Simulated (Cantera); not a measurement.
Charge: 1 mol Pb, 0.47 mol NH3, 5.7 mol CO, 0.85 mol O2, held at 150 Pa.

Method: chemical equilibrium by Gibbs-energy minimisation in Cantera with the NASA 1993 tables (ideal gas, pure condensed phases). Candidate condensed phases: C, C6H6, C7H8, C8H18, H2O, Pb, PbO, PbO2, Pb3O4; 139 gas species. Kinetics and transport are ignored.

### Question
At 900 °C, list the 6 most abundant gas species with their mole fractions, and the condensed phases.

### Answer
CO 0.552, CO2 0.194, Pb 0.131, H2 0.0638, N2 0.0308, H2O 0.0285. Condensed: gas only.
